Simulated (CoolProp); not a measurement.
Model: reference Helmholtz-energy equation of state, Lemmon 2003, in CoolProp. It is a pseudo-pure fit of the blend.

For R404A, give the phase and the cv (kJ/(kg K)), Joule-Thomson coefficient (K/MPa), viscosity (µPa s), conductivity (mW/(m K)) at 330.4 K and 0.101 MPa; 386.9 K and 0.101 MPa.


- 330.4 K and 0.101 MPa: gas; cv 0.839, Joule-Thomson coefficient 12.3, viscosity 13.5, conductivity 15.8
- 386.9 K and 0.101 MPa: gas; cv 0.931, Joule-Thomson coefficient 7.62, viscosity 15.6, conductivity 20.0

Viscosity comes from a separate model (Geller 2000). Thermal conductivity comes from a separate model (Geller 2001).
